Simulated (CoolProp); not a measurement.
Tetrahydrofuran at 298.15 K and 0.0127 MPa is compressed adiabatically to 0.0242 MPa with isentropic efficiency 0.6. Each further row changes one setting.

Values from CoolProp's reference Helmholtz-energy equation of state, Fiedler 2023.

| case | work (kJ/kg) | final temperature (K) | final density (kg/m³) |
|---|---|---|---|
| as stated | [?] | [?] | 0.637 |
| efficiency 1 | [?] | [?] | [?] |
| efficiency 0.65 | [?] | [?] | [?] |

Q: Complete the blanks.

A: 
- as stated, work (kJ/kg): 38.0
- as stated, final temperature (K): 332.0
- efficiency 1, work (kJ/kg): 22.8
- efficiency 1, final temperature (K): 319.1
- efficiency 1, final density (kg/m³): 0.663
- efficiency 0.65, work (kJ/kg): 35.1
- efficiency 0.65, final temperature (K): 329.6
- efficiency 0.65, final density (kg/m³): 0.641
